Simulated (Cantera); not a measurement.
What does this Cantera script print?

```python
import numpy as np
import cantera as ct

gas_names = """
    N NO NO2 NO3 N2 N2O O O2 O3 Pb PbO Pb2
""".split()
cond_names = """
    Pb(cr) Pb(L) PbO(rd) PbO(yw) PbO(L) PbO2(s) Pb3O4(s)
""".split()


# ... load() reads the species with a 1 bar reference pressure and builds the phases ...
atoms = {
    'PbO': {'Pb': 1, 'O': 1},
    'O2': {'O': 2},
    'N2': {'N': 2},
}
top_T = {'Pb3O4(s)': 820}  # K; cautious upper limits of use, not melting points


# ... equilibrate(T, P, feed) seeds the gas with the atoms and calls Mixture.equilibrate('TP', solver="vcs", rtol=1e-11, max_steps=5000) ...
results = []
feed = {'PbO': 1, 'O2': 2.6, 'N2': 17}  # mol
T = 1225  # K
for P in [10, 68, 460, 3200, 22000, 150000, 1000000]:
    mix = equilibrate(T, P, feed)
    results.append((T, P, feed, dict(zip(mix.species_names, mix.species_moles))))
    x = sorted(zip(gas.X, gas.species_names), reverse=True)
    print(f"T = {T:g} K  P = {P:g} Pa  gas = {mix.phase_moles(0):.4g} mol")
    print("   x: " + "  ".join(f"{s} {v:.3e}" for v, s in x if v > 0.001))
    print("   condensed (mol): " + ("  ".join(f"{mix.phase(i).name} {mix.phase_moles(i):.4g}"
          for i in range(1, mix.n_phases) if mix.phase_moles(i) > 1e-12) or "none"))
```

Result:

```
T = 1225 K  P = 10 Pa  gas = 20.66 mol
   x: N2 8.227e-01  O2 1.287e-01  PbO 4.238e-02  Pb 6.018e-03
   condensed (mol): none
T = 1225 K  P = 68 Pa  gas = 20.63 mol
   x: N2 8.241e-01  O2 1.272e-01  PbO 4.596e-02  Pb 2.518e-03
   condensed (mol): none
T = 1225 K  P = 460 Pa  gas = 20.11 mol
   x: N2 8.453e-01  O2 1.295e-01  PbO 2.453e-02
   condensed (mol): PbO(L) 0.4963
T = 1225 K  P = 3200 Pa  gas = 19.67 mol
   x: N2 8.642e-01  O2 1.321e-01  PbO 3.527e-03
   condensed (mol): PbO(L) 0.9301
T = 1225 K  P = 22000 Pa  gas = 19.61 mol
   x: N2 8.668e-01  O2 1.325e-01
   condensed (mol): PbO(L) 0.9899
T = 1225 K  P = 150000 Pa  gas = 19.6 mol
   x: N2 8.672e-01  O2 1.325e-01
   condensed (mol): PbO(L) 0.9985
T = 1225 K  P = 1e+06 Pa  gas = 19.6 mol
   x: N2 8.672e-01  O2 1.325e-01
   condensed (mol): PbO(L) 0.9998
```

Method: chemical equilibrium by Gibbs-energy minimisation in Cantera with the NASA 1993 tables (ideal gas, pure condensed phases). Gases not in the tables: (PbO)n polymers.
